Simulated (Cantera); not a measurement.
A closed system holds: 1 mol ZrN, 0.085 mol N2, at 1450 K and 7.50 Torr.

These are equilibrium values from Cantera (NASA tables, ideal gas, pure condensed phases), not measurements of a reactor. Candidate condensed phases: Zr, ZrN; 4 gas species. ZrN: taken at fixed stoichiometry. Equilibrium is a limit: real reactors are often held back by kinetics, nucleation or transport.

Base state: N2 1.00 (mole fractions); condensed: ZrN(s).

What changes in the equilibrium state with this change: 0.74 mol NH3 added?


```
species      before    after
-----------  ------  -------
H2                0    0.709
N2             1.00    0.291
H                 0  7.96e-5
ZrN(s), mol    1.00     1.00
```
